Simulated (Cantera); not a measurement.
Feed: 1 mol Fe, 0.079 mol Cl2, 0.093 mol H2, equilibrated at 0.0910 bar.

Cantera equilibrium calculation (NASA polynomials, part measured and part estimated; ideal gas, pure solids and liquids). Candidate condensed phases: Fe, FeCl2, FeCl3; 11 gas species. Kinetics and transport are ignored.

log p: log10 of the partial pressure in bar; n: condensed amount in mol.

| T (K) | log p H2 | log p HCl | log p FeCl2 | log p Fe2Cl4 | log p H | log p Cl | n Fe(α) | n FeCl2(s) | n Fe(γ) | n Fe(δ) |
|---|---|---|---|---|---|---|---|---|---|---|
| 723 | -1.06 | -2.40 | -5.35 | -6.77 | <-13 | <-13 | 0.923 | 0.0769 | 0 | 0 |
| 798 | -1.10 | -1.92 | -4.06 | -5.16 | (withheld) | -12.93 | 0.928 | 0.0723 | 0 | 0 |
| 873 | -1.20 | -1.56 | -2.99 | -3.84 | (withheld) | -11.29 | 0.938 | 0.0607 | 0 | 0 |
| 948 | -1.45 | -1.34 | -2.11 | -2.75 | (withheld) | -9.92 | 0.957 | 0.0247 | 0 | 0 |
| 1023 | -1.57 | -1.33 | -1.81 | -2.72 | (withheld) | -8.97 | 0.964 | 0 | 0 | 0 |
| 1098 | -1.56 | -1.36 | -1.73 | -3.07 | (withheld) | -8.23 | 0.962 | 0 | 0 | 0 |
| 1173 | -1.54 | -1.38 | -1.69 | -3.41 | (withheld) | -7.60 | 0.960 | 0 | 0 | 0 |
| 1248 | -1.53 | -1.41 | -1.66 | -3.73 | (withheld) | -7.04 | 0 | 0 | 0.958 | 0 |
| 1323 | -1.51 | -1.43 | -1.64 | -4.02 | (withheld) | -6.55 | 0 | 0 | 0.956 | 0 |
| 1398 | -1.50 | -1.45 | -1.62 | -4.28 | (withheld) | -6.11 | 0 | 0 | 0.954 | 0 |
| 1473 | -1.49 | -1.47 | -1.60 | -4.52 | (withheld) | -5.72 | 0 | 0 | 0.953 | 0 |
| 1548 | -1.48 | -1.49 | -1.59 | -4.74 | (withheld) | -5.36 | 0 | 0 | 0.951 | 0 |
| 1623 | -1.47 | -1.51 | -1.58 | -4.93 | (withheld) | -5.04 | 0 | 0 | 0.950 | 0 |
| 1698 | -1.47 | -1.52 | -1.57 | -5.11 | (withheld) | -4.74 | 0 | 0 | 0 | 0.949 |

Q: Some entries are withheld; supply them.

A: 
- 798, log p H: -12.13
- 873, log p H: -10.93
- 948, log p H: -10.00
- 1023, log p H: -9.17
- 1098, log p H: -8.39
- 1173, log p H: -7.70
- 1248, log p H: -7.09
- 1323, log p H: -6.56
- 1398, log p H: -6.07
- 1473, log p H: -5.64
- 1548, log p H: -5.25
- 1623, log p H: -4.90
- 1698, log p H: -4.57
